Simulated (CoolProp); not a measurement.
R236EA along the isobar 4.28 MPa: Z from the reference equation and from simpler models built on Tc = 412.4 K, pc = 3.414 MPa, ω = 0.368; each cubic takes its own stable root.

Computed with CoolProp (reference Helmholtz-energy equation of state, Rui 2013).

| T (K) | phase | reference | van der Waals | Redlich-Kwong | Soave-Redlich-Kwong | Peng-Robinson |
|---|---|---|---|---|---|---|
| 254.9 | liquid | 0.1962 | 0.3241 | 0.2233 | 0.2141 | 0.1900 |
| 266.3 | liquid | 0.1916 | (withheld) | 0.2183 | 0.2088 | 0.1852 |
| 277.6 | liquid | 0.1877 | 0.3080 | 0.2142 | 0.2044 | (withheld) |
| 289 | liquid | 0.1843 | 0.3014 | 0.2109 | 0.2007 | 0.1778 |
| 300.3 | liquid | 0.1815 | 0.2959 | 0.2083 | 0.1979 | 0.1752 |
| 311.7 | liquid | 0.1793 | 0.2913 | 0.2065 | 0.1959 | 0.1733 |
| 323 | liquid | (withheld) | 0.2877 | 0.2056 | 0.1947 | 0.1722 |
| 334.4 | liquid | 0.1766 | 0.2850 | 0.2055 | 0.1945 | 0.1720 |
| 345.7 | liquid | 0.1763 | 0.2833 | 0.2065 | 0.1953 | (withheld) |
| 357.1 | liquid | 0.1768 | 0.2828 | 0.2086 | 0.1975 | 0.1748 |
| 368.4 | liquid | 0.1783 | 0.2838 | 0.2123 | 0.2014 | 0.1784 |
| 379.8 | liquid | (withheld) | 0.2864 | 0.2181 | 0.2078 | 0.1844 |
| 391.1 | liquid | 0.1865 | 0.2915 | 0.2270 | (withheld) | 0.1939 |

### Question
Fill in the missing entries.

### Answer

- 266.3, van der Waals: 0.3154
- 277.6, Peng-Robinson: 0.1812
- 323, reference: 0.1776
- 345.7, Peng-Robinson: 0.1728
- 379.8, reference: 0.1813
- 391.1, Soave-Redlich-Kwong: 0.2178
